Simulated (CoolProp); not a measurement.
Properties of normal hydrogen along the isobar 58 bar.

Model: reference Helmholtz-energy equation of state, Leachman 2009, in CoolProp.

```csv
T (°C),phase,cv (kJ/(kg K)),speed of sound (m/s),viscosity (µPa s),Prandtl number,fugacity coefficient
-243.35,liquid,6.275,1162,10.8,1.11,0.1910
-219.15,supercritical,6.698,734.7,4.46,1.07,0.7255
-194.85,supercritical,6.791,802.0,4.20,0.774,0.9353
-170.65,supercritical,7.317,885.8,4.66,0.713,1.003
-146.45,supercritical,7.980,958.1,5.21,0.696,1.028
-122.25,supercritical,8.590,1024,5.77,0.688,1.037
-98.05,supercritical,9.087,1086,6.32,0.683,1.041
-73.85,supercritical,9.470,1145,6.87,0.679,1.041
-49.65,supercritical,9.757,1202,7.40,0.677,1.040
-25.45,supercritical,9.966,1256,7.91,0.676,1.039
-1.25,supercritical,10.12,1309,8.42,0.676,1.037
22.95,supercritical,10.22,1360,8.91,0.675,1.035
```

Viscosity comes from a separate model (Muzny 2013). Thermal conductivity comes from a separate model (Assael 2011).
